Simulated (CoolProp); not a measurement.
Vapour-liquid equilibrium of carbon dioxide (1) + R124 (2) at -4.35 °C; x and y are mole fractions of (1).

Model: multi-fluid Helmholtz-energy mixture model, Span 1996 and de Vries 1995; pair parameters Bell 2016, in CoolProp.

```tsv
x	bubble pressure (kPa)	y at the bubble point	dew pressure at overall composition x (kPa)	liquid density (mol/L)
0.05	269.4	0.493	145.2	10.94
0.125	457.7	0.709	157.7	11.45
0.2	639.6	0.799	172.4	11.99
0.275	819.9	0.849	190.0	12.58
0.35	1003	0.883	211.5	13.22
0.425	1192	0.907	238.5	13.91
0.5	1390	0.926	273.2	14.67
0.575	1599	0.942	319.5	15.49
0.65	1823	0.955	384.5	16.38
0.725	2063	0.966	481.9	17.35
0.8	2321	0.977	643.1	18.42
0.875	2597	0.986	954.4	19.57
0.95	2893	0.995	1733	20.80
```

No azeotrope shows between x = 0.05 and 0.95.

The pair parameters rest on a limited set of measurements; away from them the model extrapolates.
